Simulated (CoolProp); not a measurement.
Propylene along the isotherm 575 K: density (kg/m³) from the reference equation and from simpler models built on Tc = 364.2 K, pc = 4.555 MPa, ω = 0.146; each cubic takes its own stable root.

Values from CoolProp's reference Helmholtz-energy equation of state, Lemmon 2013.

```csv
p (MPa),phase,reference,ideal gas,van der Waals,Redlich-Kwong,Soave-Redlich-Kwong,Peng-Robinson
3.5,gas,32.47,30.81,33.12,32.77,32.17,32.70
7.01,supercritical,68.14,61.70,71.54,69.39,66.69,68.72
10.5,supercritical,105.8,92.42,114.2,108.4,102.1,106.3
14,supercritical,144.0,123.2,156.7,147.5,136.9,143.8
17.5,supercritical,180.4,154.0,192.4,184.2,169.7,179.3
21,supercritical,213.1,184.8,220.1,216.8,199.6,211.8
24.5,supercritical,241.6,215.6,241.6,245.1,226.3,241.1
28,supercritical,266.2,246.5,258.7,269.5,250.0,267.3
31.5,supercritical,287.5,277.3,272.8,290.9,271.1,290.7
35,supercritical,306.0,308.1,284.7,309.6,289.9,311.7
38.5,supercritical,322.4,338.9,294.9,326.2,306.9,330.6
42,supercritical,336.8,369.7,303.8,341.0,322.2,347.8
45.5,supercritical,349.8,400.5,311.7,354.4,336.1,363.4
```
